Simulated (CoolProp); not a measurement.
Model: reference Helmholtz-energy equation of state, de Reuck 1993, in CoolProp.

Problem. Give the vapour pressure (MPa), liquid cp (kJ/(kg K)), liquid conductivity (mW/(m K)) of saturated methanol at 51.75, 55.45, 66.45 °C.

Solution. 
```
T (°C)  p (MPa)  liquid cp (kJ/(kg K))  liquid conductivity (mW/(m K))
------  -------  ---------------------  ------------------------------
51.75    0.0601                   2.72                             195
55.45    0.0702                   2.75                             194
66.45     0.109                   2.84                             192
```

Thermal conductivity comes from a separate model (Sykioti 2013).
